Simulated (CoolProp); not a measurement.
Vapour pressure (bar) of sulfur dioxide: the reference equation beside estimates from Tc = 430.6 K, pc = 78.87 bar, ω = 0.256. Clausius-Clapeyron is anchored at 304.2 K with a constant enthalpy of vaporisation of 22.43 kJ/mol.

Values from CoolProp's reference Helmholtz-energy equation of state, Gao 2016.

```
T (K)  reference  Lee-Kesler  Clausius-Clapeyron  van der Waals  Peng-Robinson
-----  ---------  ----------  ------------------  -------------  -------------
210.6    0.04763     0.04563             0.09286          1.883        0.05112
229.3          …      0.1651              0.2639          3.316              …
248       0.4907      0.4788              0.6407          5.384              …
266.7      1.185       1.169               1.374          8.206          1.194
285.5      2.514       2.501               2.674          11.91          2.513
304.2      4.779       4.782               4.779          16.56          4.758
322.9      8.356       8.385               7.987          22.25          8.310
341.6      13.66       13.71               12.62          29.07          13.60
360.4      21.19       21.24               19.05          37.12          21.14
379.1      31.37       31.39               27.55          46.40          31.39
397.8      44.80       44.80               38.50          56.98          44.97
416.5      62.23       62.28               52.20          68.91          62.52
```

Complete the blanks.


- 229.3, reference: 0.1711
- 229.3, Peng-Robinson: 0.1780
- 248, Peng-Robinson: 0.5006

Absolute difference from the reference over all 12 rows, mean and median: Lee-Kesler 1.1 and 0.4 %, Clausius-Clapeyron 22.2 and 13.1 %, van der Waals 695.1 and 206.4 %, Peng-Robinson 1.4 and 0.5 %.
